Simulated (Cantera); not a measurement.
A perfectly stirred reactor is fed with CH4 : H2O : H2 = 1 : 0.33 : 0.16 (molar parts), at 9.87 atm; it is held at 1375 K, and followed from long to short residence time.

Model: GRI-Mech 3.0 (53 species, 325 reactions), integrated in Cantera. GRI-Mech 3.0 stops at C3 and has no aromatics, soot or wall deposition, so with more carbon than oxygen in the feed, carbon stays in small species such as C2H2 where larger ones or solid carbon would form.

```
quantity                 before     after
---------------------  --------  --------
x(CH4) at τ = 1.10 s      0.546    0.0409
x(H2O) at τ = 1.10 s      0.208   0.00161
x(H2) at τ = 1.10 s       0.202     0.731
x(HO2) at τ = 1.10 s     <1e-12    <1e-12
x(CO2) at τ = 1.10 s   0.000118   6.03e-5
x(CH4) at τ = 48.0 ms     0.659    0.0481
x(H2O) at τ = 48.0 ms     0.220    0.0263
x(H2) at τ = 48.0 ms      0.116     0.707
x(HO2) at τ = 48.0 ms    <1e-12    <1e-12
x(CO2) at τ = 48.0 ms   5.80e-8  0.000826
```

### Question
Which change was made?
A) temperature 1375 to 1950 K
B) pressure from 9.87 atm to 0.132 atm
C) H2O 0.33 to 0.065 parts
D) temperature 1375 to 1250 K

### Answer
A, temperature 1375 to 1950 K
